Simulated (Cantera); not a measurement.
An isothermal plug-flow reactor at 998 K and 5.00 bar (inlet), inlet velocity 2.1 m/s, active area per volume 100 1/m; feed 1.37 % H₂, 0.410 % O₂, 98.2 % N₂.

Cantera simulation using Deutschmann's 1995 Pt surface mechanism with GRI-Mech 3.0 gas chemistry; the numbers are that mechanism's predictions, not measurements. Catalytic surfaces can have several steady states; this one follows from the mechanism file's or the stated starting coverage. Mass transfer to the wall is taken as infinitely fast.

x: gas mole fraction; θ: surface coverage.

| z (m) | x H₂ | x O₂ | x H₂O | θ free Pt | θ H* |
|---|---|---|---|---|---|
| 0.00063 | 0.0118 | 0.00318 | 0.00186 | 0.983 | 0.0170 |
| 0.0012 | 0.0105 | 0.00252 | 0.00318 | 0.984 | 0.0161 |
| 0.0024 | [?] | [?] | [?] | 0.985 | [?] |
| 0.0046 | 0.00674 | 0.000626 | 0.00698 | 0.987 | 0.0134 |
| 0.0088 | 0.00571 | 0.000111 | 0.00802 | 0.987 | 0.0126 |
| 0.017 | 0.00550 | 3.77e-6 | 0.00823 | 0.988 | 0.0124 |
| 0.033 | 0.00549 | [?] | 0.00824 | 0.988 | 0.0124 |
| 0.063 | 0.00549 | 1.46e-12 | 0.00824 | 0.988 | 0.0124 |

Task: Fill in the missing entries.

Result: 
- 0.0024, x H₂: 0.00857
- 0.0024, x O₂: 0.00154
- 0.0024, x H₂O: 0.00514
- 0.0024, θ H*: 0.0148
- 0.033, x O₂: 5.14e-9
